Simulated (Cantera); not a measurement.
Equilibrium for abatement and gas-phase synthesis: NF₃ + H₂O + N₂ + SO₂

A closed system holds: 1 mol NF₃, 2.8 mol H₂O, 0.39 mol N₂, 0.013 mol SO₂, at 7.50 Torr.

Cantera equilibrium calculation (NASA polynomials, part measured and part estimated; ideal gas, pure solids and liquids). Candidate condensed phases: H₂O, H₂SO₄, S; 62 gas species. The numbers say what is thermodynamically allowed, not how fast it happens.

From 798 K to 2448 K nothing is condensed.

```csv
T (K),log p HF,log p H₂O,log p N₂,log p O₂,log p OH,log p O,log p H,log p H₂
798,-2.30,-2.66,-2.83,-2.90,-10.47,<-14,<-14,<-14
948,-2.30,-2.66,-2.83,-2.90,-8.79,-11.98,<-14,-11.98
1098,-2.30,-2.66,-2.83,-2.90,-7.57,-10.07,-12.66,-10.11
1248,-2.30,-2.66,-2.83,-2.90,-6.64,-8.63,-10.68,-8.69
1398,-2.30,-2.66,-2.83,-2.90,-5.91,-7.49,-9.11,-7.57
1548,-2.30,-2.66,-2.83,-2.90,-5.32,-6.57,-7.84,-6.66
1698,-2.30,-2.66,-2.83,-2.90,-4.83,-5.81,-6.80,-5.92
1848,-2.30,-2.67,-2.83,-2.91,-4.43,-5.18,-5.92,-5.29
1998,-2.30,-2.68,-2.83,-2.91,-4.09,-4.64,-5.18,-4.76
2148,-2.30,-2.69,-2.84,-2.93,-3.81,-4.18,-4.54,-4.32
2298,-2.31,-2.74,-2.85,-2.95,-3.57,-3.78,-3.99,-3.95
2448,-2.33,-2.82,-2.86,-2.98,-3.40,-3.44,-3.54,-3.67
```
log p: log10 of the partial pressure in bar; nothing condenses.
